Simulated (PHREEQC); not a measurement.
Make-up at 25 °C: 0.99 mmol/kgw Na2SO4, 2.3 mmol/kgw TMAH and 70 mmol/kgw Na2CO3. Closed to the air; pH follows from the charge balance.

Model: ion-association model, wateq4f.dat, run in PHREEQC.

Precipitation was switched off in this run.

Task: What pH does the model give?

Result: pH 11.44.

Task: In which forms is Na present?

Result: Na+ 80 %, NaCO3- 20 % of the Na.

(CH3)4N+ isn't in the database: it is added as a free cation with an ion size of 4 Å.
